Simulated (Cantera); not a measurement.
A closed system holds: 1 mol trisilylamine, 0.42 mol NH₃, 2.8 mol N₂, 0.49 mol CO₂, held at 76.0 Pa.

Method: chemical equilibrium by Gibbs-energy minimisation in Cantera with the NASA 1993 tables (ideal gas, pure condensed phases). Candidate condensed phases: C, C₆H₆, C₇H₈, C₈H₁₈, H₂O, Si, SiC, SiO₂, Si₂N₂O, Si₃N₄; 151 gas species. The feed counts by its element totals alone. Mutual solubility and eutectic melting of coexisting phases are not modelled. Kinetics and transport are ignored.

Task: Which condensed phases are stable at each of these points (T (°C)): 602, 652, 702, 752, 802, 852, 902, 952, 1002, 1052, 1102, 1152, 1202?

Result: 
```
T (°C)                    condensed phases  Si condensed (%)
------  ----------------------------------  ----------------
602     C(graphite) + Si₂N₂O(s) + Si₃N₄(s)             100.0
652     C(graphite) + Si₂N₂O(s) + Si₃N₄(s)             100.0
702     C(graphite) + Si₂N₂O(s) + Si₃N₄(s)             100.0
752     C(graphite) + Si₂N₂O(s) + Si₃N₄(s)             100.0
802     C(graphite) + Si₂N₂O(s) + Si₃N₄(s)             100.0
852     C(graphite) + Si₂N₂O(s) + Si₃N₄(s)             100.0
902          SiC(s) + Si₂N₂O(s) + Si₃N₄(s)             100.0
952          SiC(s) + Si₂N₂O(s) + Si₃N₄(s)             100.0
1002         SiC(s) + Si₂N₂O(s) + Si₃N₄(s)             100.0
1052         SiC(s) + Si₂N₂O(s) + Si₃N₄(s)             100.0
1102         SiC(s) + Si₂N₂O(s) + Si₃N₄(s)             100.0
1152         SiC(s) + Si₂N₂O(s) + Si₃N₄(s)             100.0
1202         SiC(s) + Si₂N₂O(s) + Si₃N₄(s)              99.9
```

From 602 °C to 852 °C the condensed part is C(graphite) + Si₂N₂O(s) + Si₃N₄(s). From 902 °C to 1202 °C the condensed part is SiC(s) + Si₂N₂O(s) + Si₃N₄(s).
